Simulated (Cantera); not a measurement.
Cantera run, input and output.

```python
import numpy as np
import cantera as ct

gas = ct.Solution("gri30.yaml")
gas.TPX = 1500, 101325, {'CH4': 1, 'CO': 0.17, 'O2': 2.54, 'N2': 9.56}
reactor = ct.IdealGasConstPressureReactor(gas, energy="on", clone=False)
net = ct.ReactorNet([reactor])
net.rtol, net.atol = 1e-08, 1e-16
show = ['CH4', 'CO', 'O2', 'C2H2', 'N2O', 'OH', 'C2H']
times = np.geomspace(2e-06, 1, 13)

steps = ct.SolutionArray(gas, extra=["t"])
rows = []
print(f"{'t/s':>10s}{'T/K':>9s}{'P/Pa':>11s}" + "".join(f"{s:>11s}" for s in show))
for t in times:
    while net.time < t:
        t_next = net.step()
        steps.append(gas.state, t=t_next)
    rows.append([np.interp(t, steps.t, y) for y in (steps.T, steps.P, *steps(*show).X.T)])
    print(f"{t:10.3e}{rows[-1][0]:9.1f}{rows[-1][1]:11.4g}" + "".join(f"{x:11.3e}" for x in rows[-1][2:]))
rate = np.gradient(steps.T, steps.t)
print("integrator steps:", len(steps.t))
if steps.T.max() > steps.T[0] + 200:
    print(f"time of steepest temperature rise: {steps.t[rate.argmax()]:.4e} s")
gas.TPX = 1500, 101325, {'CH4': 1, 'CO': 0.17, 'O2': 2.54, 'N2': 9.56}
gas.equilibrate("HP")
print(f"equilibrium (HP): T = {gas.T:.1f} K  " + "  ".join(f"{s} {gas[s].X[0]:.3e}" for s in show))
```

Result:

```
       t/s      T/K       P/Pa        CH4         CO         O2       C2H2        N2O         OH        C2H
 2.000e-06   1500.0  1.013e+05  7.536e-02  1.281e-02  1.914e-01  1.052e-18  1.278e-13  8.890e-09  2.850e-27
 5.970e-06   1500.0  1.013e+05  7.536e-02  1.281e-02  1.914e-01  3.990e-17  6.641e-13  1.225e-08  1.502e-25
 1.782e-05   1500.0  1.013e+05  7.536e-02  1.281e-02  1.914e-01  4.493e-15  4.271e-12  2.149e-08  2.937e-23
 5.318e-05   1500.0  1.013e+05  7.535e-02  1.281e-02  1.914e-01  5.744e-13  2.971e-11  5.457e-08  9.399e-21
 1.587e-04   1500.0  1.013e+05  7.529e-02  1.281e-02  1.914e-01  1.068e-10  1.792e-10  1.987e-07  6.366e-18
 4.738e-04   1502.4  1.013e+05  7.450e-02  1.284e-02  1.909e-01  4.248e-08  1.089e-09  1.227e-06  1.588e-14
 1.414e-03   2651.9  1.013e+05  1.433e-16  2.804e-02  4.416e-02  1.192e-19  4.838e-07  1.939e-02  7.345e-21
 4.221e-03   2675.9  1.013e+05  1.690e-16  2.630e-02  4.010e-02  1.348e-19  6.027e-07  1.803e-02  7.807e-21
 1.260e-02   2671.4  1.013e+05  1.729e-16  2.629e-02  3.842e-02  1.348e-19  6.483e-07  1.763e-02  7.587e-21
 3.761e-02   2671.3  1.013e+05  1.731e-16  2.629e-02  3.837e-02  1.348e-19  6.499e-07  1.762e-02  7.581e-21
 1.122e-01   2671.3  1.013e+05  1.731e-16  2.629e-02  3.837e-02  1.348e-19  6.499e-07  1.762e-02  7.581e-21
 3.350e-01   2671.3  1.013e+05  1.731e-16  2.629e-02  3.837e-02  1.348e-19  6.499e-07  1.762e-02  7.581e-21
 1.000e+00   2671.3  1.013e+05  1.731e-16  2.629e-02  3.837e-02  1.348e-19  6.499e-07  1.762e-02  7.581e-21
integrator steps: 1880
time of steepest temperature rise: 1.0926e-03 s
equilibrium (HP): T = 2671.3 K  CH4 2.374e-16  CO 2.629e-02  O2 3.837e-02  C2H2 1.451e-19  N2O 6.499e-07  OH 1.762e-02  C2H 8.090e-21
```

Computed with Cantera and GRI-Mech 3.0 (53 species, 325 reactions).
